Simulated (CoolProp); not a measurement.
The fluid at 293.15 K and 3.5 MPa is throttled through a valve to 0.86 MPa with no heat exchange. The same conditions are run with several fluids, on thermodynamics alone (safety and materials aside).

The numbers come from the reference Helmholtz-energy equation of state of each fluid (cyclohexane: Zhou 2014; n-decane: Lemmon 2006; n-hexane: Thol 2019; R507A: Lemmon 2003; fluoroethane (R161): Wu 2012) in CoolProp. Blends and air are pseudo-pure fits.

| fluid | temperature change (K) | final phase | final density (kg/m³) |
|---|---|---|---|
| cyclohexane | +1.2 | liquid | 778 |
| n-decane | +1.1 | liquid | … |
| n-hexane | +1.1 | liquid | 659 |
| R507A | -9.4 | … | 363 |
| fluoroethane (R161) | … | liquid | 721 |

**Question.** Complete the blanks.

**Answer.** 
- n-decane, final density (kg/m³): 730
- R507A, final phase: two-phase, vapour fraction 0.087
- fluoroethane (R161), temperature change (K): +0.3
